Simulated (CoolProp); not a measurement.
Saturated liquid density (kg/m³) of n-dodecane: the reference equation beside estimates from Tc = 385.0 °C, pc = 1.818 MPa, ω = 0.574.

Computed with CoolProp (reference Helmholtz-energy equation of state, Lemmon 2004). It is a short technical equation, of lower accuracy than the large ones.

| T (°C) | reference | van der Waals | Soave-Redlich-Kwong |
|---|---|---|---|
| 47.45 | 729.1 | 373.6 | 583.4 |
| 57.25 | 721.8 | 370.5 | 579.5 |
| 67.15 | 714.5 | 367.4 | 575.5 |
| 76.95 | 707.2 | 364.2 | 571.3 |
| 86.85 | 699.8 | 360.9 | 567.0 |
| 96.75 | 692.3 | 357.5 | 562.4 |
| 106.55 | 684.9 | 354.2 | 557.7 |
| 116.45 | 677.3 | 350.7 | 552.8 |
| 126.35 | 669.7 | 347.1 | 547.7 |

Absolute difference from the reference over all 9 rows, mean and median: van der Waals 48.4 and 48.4 %, Soave-Redlich-Kwong 19.0 and 19.0 %.
